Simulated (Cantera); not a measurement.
# Equilibrium for carbon deposition, reforming and gasification: C2H2 + H2 + N2 + NH3

Input: 1 mol C2H2, 1.4 mol H2, 0.83 mol N2, 0.00032 mol NH3, at 0.133 bar.

Method: chemical equilibrium by Gibbs-energy minimisation in Cantera with the NASA 1993 tables (ideal gas, pure condensed phases). Candidate condensed phases: C, C6H6, C7H8, C8H18; 92 gas species. The numbers say what is thermodynamically allowed, not how fast it happens.

From 550 °C to 1650 °C the condensed part is C(graphite). The main C-bearing gas is CH4 at 550 °C and HCN at 1650 °C.

```tsv
T (°C)	x H2	x N2	x CH4	x HCN	n C(graphite)
550	0.672	0.271	0.0562	7.02e-8	1.83
650	0.723	0.261	0.0162	5.92e-7	1.95
750	0.736	0.258	0.00542	3.24e-6	1.98
850	0.740	0.258	0.00214	1.31e-5	1.99
950	0.742	0.257	0.000977	4.18e-5	2.00
1050	0.742	0.257	0.000499	0.000112	2.00
1150	0.743	0.257	0.000280	0.000260	2.00
1250	0.742	0.257	0.000169	0.000542	2.00
1350	0.742	0.256	0.000109	0.00103	2.00
1450	0.742	0.256	7.38e-5	0.00181	1.99
1550	0.740	0.255	5.21e-5	0.00298	1.99
1650	0.738	0.254	3.82e-5	0.00466	1.98
```
x: gas mole fraction; n: condensed amount in mol.
